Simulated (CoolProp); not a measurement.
Vapour-liquid equilibrium of propane (1) + R227EA (2) at -33.35 °C; x and y are mole fractions of (1).

Model: multi-fluid Helmholtz-energy mixture model, Lemmon 2009 and Lemmon 2016; pair parameters Bell 2016, in CoolProp.

Task: Give the bubble pressure and the first vapour's composition at x = 0.45, 0.85, 0.95. Is there an azeotrope?

Result: x = 0.45: 147.3 kPa, y = 0.761; x = 0.85: 154.9 kPa, y = 0.844; x = 0.95: 151.8 kPa, y = 0.925. y crosses x between x = 0.75 and 0.85: the model has an azeotrope there.

Pair parameters are fitted to limited data, so mixtures are less certain than the pure fluids. With so large a gap from Raoult's law the liquid may split in two, which this calculation doesn't test in full.
